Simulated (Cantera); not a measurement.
An isothermal, constant-pressure homogeneous reactor starts with NO : N2 = 1 : 0.14 (molar parts), at 2048 K and 47.3 Torr. Integrator tolerance rtol = 1e-08.

Cantera simulation using GRI-Mech 3.0 (53 species, 325 reactions); the numbers are that mechanism's predictions, not measurements.

Q: What does this change do: temperature 2048 to 1975 K?

A: 
```json
[
 {"quantity": "x(NO) at 20.0 s", "before": "0.0126 (gas-phase equilibrium 0.0105)", "after": "0.0342 (gas-phase equilibrium 0.00866)"},
 {"quantity": "x(NO2) at 20.0 s", "before": "7.22e-6 (gas-phase equilibrium 6.03e-6)", "after": "2.18e-5 (gas-phase equilibrium 5.61e-6)"},
 {"quantity": "x(N2) at 20.0 s", "before": "0.554 (gas-phase equilibrium 0.555)", "after": "0.544 (gas-phase equilibrium 0.557)"},
 {"quantity": "x(O) at 20.0 s", "before": "0.00252 (gas-phase equilibrium 0.00252)", "after": "0.00143 (gas-phase equilibrium 0.00145)"},
 {"quantity": "x(O2) at 20.0 s", "before": "0.430 (gas-phase equilibrium 0.432)", "after": "0.420 (gas-phase equilibrium 0.433)"},
 {"quantity": "x(N2O) at 20.0 s", "before": "1.37e-7 (gas-phase equilibrium 1.24e-7)", "after": "3.98e-7 (gas-phase equilibrium 1.03e-7)"}
]
```
